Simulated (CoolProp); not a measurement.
Saturation properties of R13.

Model: reference Helmholtz-energy equation of state, Platzer 1990, in CoolProp. This equation is an older, rougher fit; its heat capacities, sound speeds and derivatives of the liquid may be far off and weren't checked against measurements.

```csv
T (K),p (kPa),enthalpy of vaporisation (kJ/kg),liquid conductivity (mW/(m K))
204,186.8,143.2,84.0
207.9,223.1,141.1,82.0
211.9,265.7,138.9,79.9
215.8,312.8,136.7,78.0
219.7,366.1,134.4,76.0
223.6,425.9,132.0,74.0
227.5,492.7,129.5,72.1
231.4,567.0,127.0,70.2
235.4,651.4,124.2,68.2
239.3,742.4,121.4,66.4
```

It boils at 191.7 K under 1 atm.

Thermal conductivity comes from a separate model (Huber 2003), an estimate that may be off by 10 % or more.
